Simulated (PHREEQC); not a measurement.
Make-up at 20 °C: 0.14 mol HF, 0.0055 mol KF and 0.00028 mol H3PO4 per kg of water. Closed to the air; pH follows from the charge balance.

Computed with PHREEQC (ion-association model, wateq4f.dat).

```json
[
 {"quantity": "pH", "before": "2.16", "after": "2.59"},
 {"quantity": "ionic strength (mol/kgw)", "before": "0.0132", "after": "0.00329"},
 {"quantity": "HF (mol/kgw)", "before": "0.0846", "after": "0.0105"},
 {"quantity": "H2F2 (mol/kgw)", "before": "0.0224", "after": "0.000342"},
 {"quantity": "HF2- (mol/kgw)", "before": "0.00311", "after": "0.000121"}
]
```

Question: What was changed between the two runs?
A) temperature from 20 to 70 °C
B) KF from 0.0055 to 0.055 mol/kgw
C) HF from 0.14 to 0.126 mol/kgw
D) diluted 10-fold with water
E) temperature from 20 to 10 °C

Answer: D, diluted 10-fold with water

This is a speciation only: nothing precipitates in the calculation. wateq4f.dat counts part of the HF as a dimer, H2F2, which phreeqc.dat doesn't know; its constant is uncertain. H3PO4, which wateq4f.dat lacks, is added to it with the constant of phreeqc.dat.
